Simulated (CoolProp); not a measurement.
The numbers come from the reference Helmholtz-energy equation of state, Thol 2015 in CoolProp.

Q: For 1,2-dichloroethane, give the phase and the cp (kJ/(kg K)), cv (kJ/(kg K)), speed of sound (m/s), isothermal compressibility (1/MPa) at 391.3 K and 1.85 MPa; 481.9 K and 1.85 MPa.

A: 
- 391.3 K and 1.85 MPa: liquid; cp 1.41, cv 0.949, speed of sound 845, isothermal compressibility 0.00189
- 481.9 K and 1.85 MPa: liquid; cp 1.64, cv 1.04, speed of sound 490, isothermal compressibility 0.00718
